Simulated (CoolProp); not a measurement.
Properties of isopentane along the isotherm 226.25 °C (Tc = 187.2 °C, pc = 3378 kPa, ω = 0.227).

Model: reference Helmholtz-energy equation of state, Lemmon 2006, in CoolProp. It is a short technical equation, of lower accuracy than the large ones.

| p (kPa) | phase | density (kg/m³) | isothermal compressibility (1/MPa) | conductivity (mW/(m K)) |
|---|---|---|---|---|
| 53.4 | gas | 0.9317 | 18.80 | 42.3 |
| 110 | gas | 1.928 | 9.170 | 42.2 |
| 225 | gas | 3.980 | 4.525 | 42.2 |
| 463 | gas | 8.351 | 2.244 | 42.1 |
| 950 | gas | 17.89 | 1.145 | 42.1 |
| 1950 | gas | 40.69 | 0.6280 | 42.7 |
| 4010 | supercritical | 116.0 | 0.4724 | 48.9 |
| 8230 | supercritical | 353.5 | 0.05583 | 62.0 |
| 16900 | supercritical | 436.8 | 0.01262 | 73.5 |

Thermal conductivity comes from a separate model (Vassiliou 2015).
